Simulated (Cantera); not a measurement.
A perfectly stirred reactor is fed with CH₃OH : O₂ : N₂ = 0.0027 : 0.04 : 1 (molar parts), equivalence ratio 0.10, at 1.30 bar; it is held at 1200 K, and followed from long to short residence time.

Cantera simulation using GRI-Mech 3.0 (53 species, 325 reactions); the numbers are that mechanism's predictions, not measurements. GRI-Mech 3.0 was tuned for natural gas; its chemistry of methanol as a main component is partial and can be far from experiment.

**Question.** What does this change do: N2 1 to 0.18 parts?

**Answer.** 
```
quantity                   before     after
-----------------------  --------  --------
x(CH₃OH) at τ = 0.780 s   8.94e-6   3.61e-5
x(O₂) at τ = 0.780 s       0.0346     0.161
x(CH₄) at τ = 0.780 s    2.37e-10   1.25e-9
x(CO) at τ = 0.780 s     0.000296   0.00107
x(CO₂) at τ = 0.780 s     0.00228    0.0109
x(CH₃OH) at τ = 15.0 ms  0.000290  0.000869
x(O₂) at τ = 15.0 ms       0.0359     0.165
x(CH₄) at τ = 15.0 ms     1.26e-8   3.94e-8
x(CO) at τ = 15.0 ms      0.00174   0.00722
x(CO₂) at τ = 15.0 ms    0.000425   0.00354
```
The temperature is held fixed by assumption; the heat of reaction is taken as removed at once.
